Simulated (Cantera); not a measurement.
A Cantera script and what it prints.

```python
import numpy as np
import cantera as ct

gas_names = [...]  # 110 gases of nasa_gas.yaml made of C, H, O
cond_names = """
    C(gr) C6H6(L) C7H8(L) C8H18(L),n-octa H2O(s) H2O(L)
""".split()


# ... load() reads the species with a 1 bar reference pressure and builds the phases ...
atoms = {
    'C': {'C': 1},
    'H2O': {'H': 2, 'O': 1},
}
top_T = {'C(gr)': 4500}  # K; cautious upper limits of use, not melting points


# ... equilibrate(T, P, feed) seeds the gas with the atoms and calls Mixture.equilibrate('TP', solver="vcs", rtol=1e-11, max_steps=5000) ...
results = []
feed = {'C': 1, 'H2O': 2.7}  # mol
P = 490  # Pa
for T in [1898, 1948, 1998, 2048, 2098, 2148, 2198, 2248, 2298, 2348, 2398, 2448, 2498, 2548]:
    mix = equilibrate(T, P, feed)
    results.append((T, P, feed, dict(zip(mix.species_names, mix.species_moles))))

top = {s: max(r[3][s] / sum(r[3][g] for g in gas_names) for r in results) for s in gas_names}
cols = sorted((s for s in top if top[s] > 1e-05), key=lambda s: -top[s])[:8]
seen = [c for c in cond_names if any(r[3].get(c, 0) > 1e-12 for r in results)]
print("log10 of partial pressures in bar; condensed amounts in mol")
print(f"{'T/K':>10s}" + "".join(f"{s[:9]:>10s}" for s in cols + seen))
for T, P, feed, n in results:
    ng = sum(n[g] for g in gas_names)
    print(f"{T:10.4g}" + "".join(f"{np.log10(max(n[s] / ng * P / 1e5, 1e-99)):10.3f}" for s in cols)
          + "".join(f"{n.get(c, 0):10.4g}" for c in seen))
```

Output:

```
log10 of partial pressures in bar; condensed amounts in mol
       T/K       H2O        H2        CO         H       CO2        OH         O        O2
      1898    -2.711    -2.795    -2.990    -4.505    -3.529    -5.508    -7.341    -7.616
      1948    -2.711    -2.800    -2.987    -4.347    -3.541    -5.301    -6.978    -7.252
      1998    -2.711    -2.805    -2.985    -4.197    -3.552    -5.105    -6.634    -6.905
      2048    -2.712    -2.810    -2.984    -4.055    -3.563    -4.919    -6.306    -6.575
      2098    -2.714    -2.817    -2.984    -3.920    -3.574    -4.743    -5.993    -6.260
      2148    -2.718    -2.825    -2.984    -3.793    -3.584    -4.575    -5.695    -5.960
      2198    -2.723    -2.835    -2.985    -3.672    -3.596    -4.417    -5.410    -5.674
      2248    -2.732    -2.846    -2.987    -3.557    -3.609    -4.267    -5.140    -5.402
      2298    -2.744    -2.859    -2.990    -3.448    -3.624    -4.127    -4.882    -5.147
      2348    -2.761    -2.873    -2.995    -3.345    -3.643    -3.998    -4.640    -4.909
      2398    -2.786    -2.889    -3.000    -3.247    -3.668    -3.880    -4.412    -4.692
      2448    -2.819    -2.907    -3.008    -3.154    -3.702    -3.777    -4.202    -4.500
      2498    -2.864    -2.926    -3.017    -3.067    -3.746    -3.689    -4.011    -4.335
      2548    -2.923    -2.949    -3.028    -2.984    -3.803    -3.618    -3.839    -4.202
```

Method: chemical equilibrium by Gibbs-energy minimisation in Cantera with the NASA 1993 tables (ideal gas, pure condensed phases).
